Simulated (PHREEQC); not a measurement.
Dissolve 68 mmol/kgw HF and 3 mmol/kgw (NH4)2SiF6 at 25 °C. Closed to the air; pH follows from the charge balance.

Equilibrium calculation in PHREEQC: ion-association model, phreeqc.dat.

```tsv
quantity	before	after
pH	2.15	2.14
ionic strength (mol/kgw)	0.0168	0.0987
F- (mol/kgw)	0.00639	0.00715
HF2- (mol/kgw)	0.00144	0.00158
NH3 (mol/kgw)	4.23e-10	3.46e-9
SI of Quartz (SiO2)	-6.82	-6.00
```

What was changed between the two runs?
A) (NH4)2SiF6 from 0.003 to 0.006 mol/kgw
B) HF left out
C) (NH4)2SiF6 from 0.003 to 0.03 mol/kgw
D) 0.0072 mol/kgw KCl added
E) HF replaced by (CH3)4NF at the same molality

C, (NH4)2SiF6 from 0.003 to 0.03 mol/kgw

This is a speciation only: nothing precipitates in the calculation. SiF6-2 is the database's only silicon fluoride.
